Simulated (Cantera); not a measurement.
Charge: 1 mol CH₄, 0.0087 mol O₂, held at 277 °C and 0.133 bar.

Cantera equilibrium calculation (NASA polynomials, part measured and part estimated; ideal gas, pure solids and liquids). Candidate condensed phases: C, C₆H₆, C₇H₈, C₈H₁₈, H₂O; 110 gas species. Equilibrium is a limit: real reactors are often held back by kinetics, nucleation or transport.

Base state: CH₄ 0.860, H₂ 0.123, H₂O 0.0161, CO₂ 3.12e-5 (mole fractions); condensed: C(graphite).

Task: What changes in the equilibrium state with this change: CH₄ replaced by C₆H₆?

Result: 
```json
[
 {"species": "CH₄", "before": "0.860", "after": "0.865"},
 {"species": "H₂", "before": "0.123", "after": "0.124"},
 {"species": "H₂O", "before": "0.0161", "after": "0.0108"},
 {"species": "CO₂", "before": "3.12e-5", "after": "1.39e-5"},
 {"species": "C(graphite), mol", "before": "0.0750", "after": "4.61"}
]
```

Task: What changes in the equilibrium state with this change: temperature from 277 °C to 2202 °C?

Result: 
| species | before | after |
|---|---|---|
| H₂ | 0.123 | 0.923 |
| H | <1e-9 | 0.0592 |
| C₂H₂ (acetylene) | <1e-9 | 0.00898 |
| CH₄ | 0.860 | 1.78e-5 |
| H₂O | 0.0161 | 2.67e-8 |
| C₂H | <1e-9 | 3.92e-5 |
| C₄H₂ | <1e-9 | 3.60e-5 |
| CO₂ | 3.12e-5 | <1e-9 |
| CH₃ | <1e-9 | 2.06e-5 |
| CO | 4.15e-6 | 0.00837 |
| C(graphite), mol | 0.0750 | 0.945 |

Task: What changes in the equilibrium state with this change: temperature from 277 °C to 352 °C?

Result: 
```csv
species,before,after
CH₄,0.860,0.665
H₂,0.123,0.321
H₂O,0.0161,0.0143
CO,4.15e-6,4.84e-5
CO₂,3.12e-5,4.48e-5
"C(graphite), mol",0.0750,0.201
```
